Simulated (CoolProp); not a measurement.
Vapour-liquid equilibrium of C2F6 (R116) (1) + propane (2) at 213.1 K; x and y are mole fractions of (1).

Model: multi-fluid Helmholtz-energy mixture model, Lemmon 2006 and Lemmon 2009; pair parameters Bell 2016, in CoolProp.

```tsv
x	bubble pressure (MPa)	y at the bubble point	dew pressure at overall composition x (MPa)	liquid density (mol/L)
0.05	0.1224	0.657	0.04482	13.45
0.2	0.2108	0.810	0.05320	12.93
0.35	0.2214	0.822	0.06538	12.45
0.5	0.2220	0.822	0.08472	12.01
0.65	0.2265	0.834	0.1201	11.64
0.8	0.2351	0.871	0.2022	11.33
0.95	0.2426	0.956	0.2424	11.09
```

No azeotrope shows between x = 0.05 and 0.95.

Pair parameters are fitted to limited data, so mixtures are less certain than the pure fluids. With so large a gap from Raoult's law the liquid may split in two, which this calculation doesn't test in full.
